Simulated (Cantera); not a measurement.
An adiabatic, constant-volume homogeneous reactor starts with CH4 : O2 : N2 = 1 : 3.39 : 12.7 (molar parts), at 1350 K and 18.0 bar. Integrator tolerance rtol = 1e-08.

Model: GRI-Mech 3.0 (53 species, 325 reactions), integrated in Cantera. The pressure lies above the range GRI-Mech 3.0 was tuned for (to about 10 atm).

Question: What does this change do: pressure from 18.0 bar to 5.00 bar?

Answer: 
```tsv
quantity	before	after
time of steepest temperature rise	0.363 ms	1.22 ms
temperature at 0.100 s	2714 K	2674 K
equilibrium temperature	2714 K	2674 K
x(CH4) at 0.100 s	<1e-12 (gas-phase equilibrium <1e-12)	<1e-12 (gas-phase equilibrium <1e-12)
x(O2) at 0.100 s	0.0710 (gas-phase equilibrium 0.0710)	0.0717 (gas-phase equilibrium 0.0717)
x(CH2) at 0.100 s	<1e-12 (gas-phase equilibrium <1e-12)	<1e-12 (gas-phase equilibrium <1e-12)
x(CH2O) at 0.100 s	5.58e-11 (gas-phase equilibrium 5.58e-11)	3.70e-11 (gas-phase equilibrium 3.70e-11)
x(HCO) at 0.100 s	4.50e-9 (gas-phase equilibrium 4.50e-9)	4.11e-9 (gas-phase equilibrium 4.11e-9)
x(C2H6) at 0.100 s	<1e-12 (gas-phase equilibrium <1e-12)	<1e-12 (gas-phase equilibrium <1e-12)
```

Question: What does this change do: pressure from 18.0 bar to 10.0 bar?

Answer: 
```tsv
quantity	before	after
time of steepest temperature rise	0.363 ms	0.641 ms
temperature at 0.100 s	2714 K	2697 K
equilibrium temperature	2714 K	2697 K
x(CH4) at 0.100 s	<1e-12 (gas-phase equilibrium <1e-12)	<1e-12 (gas-phase equilibrium <1e-12)
x(O2) at 0.100 s	0.0710 (gas-phase equilibrium 0.0710)	0.0713 (gas-phase equilibrium 0.0713)
x(CH2) at 0.100 s	<1e-12 (gas-phase equilibrium <1e-12)	<1e-12 (gas-phase equilibrium <1e-12)
x(CH2O) at 0.100 s	5.58e-11 (gas-phase equilibrium 5.58e-11)	4.70e-11 (gas-phase equilibrium 4.70e-11)
x(HCO) at 0.100 s	4.50e-9 (gas-phase equilibrium 4.50e-9)	4.39e-9 (gas-phase equilibrium 4.39e-9)
x(C2H6) at 0.100 s	<1e-12 (gas-phase equilibrium <1e-12)	<1e-12 (gas-phase equilibrium <1e-12)
```

Question: What does this change do: pressure from 18.0 bar to 0.660 bar?

Answer: 
```
quantity                                                              before                                      after
---------------------------------  -----------------------------------------  -----------------------------------------
time of steepest temperature rise                                   0.363 ms                                    6.37 ms
temperature at 0.100 s                                                2714 K                                     2589 K
equilibrium temperature                                               2714 K                                     2589 K
x(CH4) at 0.100 s                      <1e-12 (gas-phase equilibrium <1e-12)      <1e-12 (gas-phase equilibrium <1e-12)
x(O2) at 0.100 s                       0.0710 (gas-phase equilibrium 0.0710)      0.0731 (gas-phase equilibrium 0.0731)
x(CH2) at 0.100 s                      <1e-12 (gas-phase equilibrium <1e-12)      <1e-12 (gas-phase equilibrium <1e-12)
x(CH2O) at 0.100 s                 5.58e-11 (gas-phase equilibrium 5.58e-11)  1.48e-11 (gas-phase equilibrium 1.48e-11)
x(HCO) at 0.100 s                    4.50e-9 (gas-phase equilibrium 4.50e-9)    2.70e-9 (gas-phase equilibrium 2.70e-9)
x(C2H6) at 0.100 s                     <1e-12 (gas-phase equilibrium <1e-12)      <1e-12 (gas-phase equilibrium <1e-12)
```
